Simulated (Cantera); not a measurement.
## trisilylamine + N2 (silicon nitride deposition)

Feed: 1 mol trisilylamine, a varied amount of N2, held at 975 K and 16000 Pa.

These are equilibrium values from Cantera (NASA tables, ideal gas, pure condensed phases), not measurements of a reactor. Candidate condensed phases: Si, Si3N4; 18 gas species. The feed counts by its element totals alone. Equilibrium is a limit: real reactors are often held back by kinetics, nucleation or transport.

From 0.35 mol N2 to 1.2 mol N2 the condensed part is Si(s) + Si3N4(s). From 1.5 mol N2 to 1.8 mol N2 the condensed part is Si3N4(s).

```tsv
n(N2) (mol)	x H2	x N2	x NH3	x SiH4	n Si(s)	n Si3N4(s)
0.35	1.00	3.23e-11	6.27e-10	6.14e-8	1.73	0.425
0.42	1.00	3.23e-11	6.27e-10	6.14e-8	1.62	0.460
0.5	1.00	3.23e-11	6.27e-10	6.14e-8	1.50	0.500
0.6	1.00	3.23e-11	6.27e-10	6.14e-8	1.35	0.550
0.72	1.00	3.23e-11	6.27e-10	6.14e-8	1.17	0.610
0.87	1.00	3.23e-11	6.27e-10	6.14e-8	0.945	0.685
1	1.00	3.23e-11	6.27e-10	6.14e-8	0.750	0.750
1.2	1.00	3.23e-11	6.27e-10	6.14e-8	0.450	0.850
1.5	1.00	1.36e-9	4.07e-9	5.08e-9	0	1.00
1.8	0.937	0.0625	2.50e-5	<1e-12	0	1.00
```
x: gas mole fraction; n: condensed amount in mol.
